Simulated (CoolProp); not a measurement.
A closed Brayton cycle with nitrogen: compressor inlet 318.15 K and 3 MPa, high pressure 9.25 MPa, turbine inlet 805 K, compressor efficiency 0.89, turbine efficiency 0.9, recuperator effectiveness 0 (on enthalpy, no pinch check). Each further row changes one setting.

Computed with CoolProp (reference Helmholtz-energy equation of state, Span 2000).

| case | thermal efficiency (%) | net work (kJ/kg) | compressor to turbine work | compressor exit (K) | turbine exit (K) |
|---|---|---|---|---|---|
| as stated | 18.1 | 70.1 | 0.67 | 455.1 | 614.7 |
| turbine inlet 755 K | ? | ? | 0.72 | 455.1 | 574.9 |
| compressor inlet 328.15 K | 17.6 | 65.5 | 0.69 | ? | 614.7 |
| high pressure 7.86 MPa | 16.2 | 66.9 | 0.64 | 432.5 | 639.2 |
| recuperator effectiveness 0.5 | 23.2 | 70.1 | 0.67 | 455.1 | 614.7 |

Problem. Fill in the missing entries.

Solution. 
- turbine inlet 755 K, thermal efficiency (%): 17.1
- turbine inlet 755 K, net work (kJ/kg): 56.6
- compressor inlet 328.15 K, compressor exit (K): 469.2
